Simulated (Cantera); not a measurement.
A freely propagating, adiabatic, planar premixed flame of H2 : O2 : N2 = 1 : 0.263 : 0.989 (molar parts), unburnt at 325 K and 101000 Pa; mixture-averaged transport, grid criteria slope 0.08 and curve 0.16, no radiation.

Cantera simulation using the H2/O2 subset of GRI-Mech 3.0, which has no nitrogen chemistry; the numbers are that mechanism's predictions, not measurements. Burning velocities carry a grid error of a few per cent, more on coarse grids.

Question: What does this change do: N2 0.989 to 0.77 parts?

Answer: 
```tsv
quantity	before	after
laminar burning velocity	345 cm/s	425 cm/s
thermal thickness	0.331 mm	0.325 mm
peak x(O)	0.00330	0.00434
peak x(OH)	0.00388	0.00586
peak x(H2O2)	0.000101	0.000110
```
